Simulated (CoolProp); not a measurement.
Properties of fluorine along the isotherm 106.9 K (Tc = 144.4 K, pc = 5.240 MPa, ω = 0.045).

Model: reference Helmholtz-energy equation of state, de Reuck 1990, in CoolProp.

```
p (MPa)   phase        Z  isothermal compressibility (1/MPa)
-------  ------  -------  ----------------------------------
0.0414      gas   0.9933                               24.32
0.0608      gas   0.9902                               16.61
0.0892      gas   0.9855                               11.38
0.131       gas   0.9786                               7.803
0.192       gas   0.9684                               5.382
0.282       gas   0.9531                               3.727
0.414       gas   0.9298                               2.609
0.608       gas   0.8937                               1.861
0.892    liquid  0.02860                            0.004044
1.31     liquid  0.04193                            0.003976
1.92     liquid  0.06130                            0.003882
2.82     liquid  0.08973                            0.003752
4.14     liquid   0.1311                            0.003577
6.08     liquid   0.1912                            0.003351
8.92     liquid   0.2780                            0.003068
13.1     liquid   0.4034                            0.002730
```
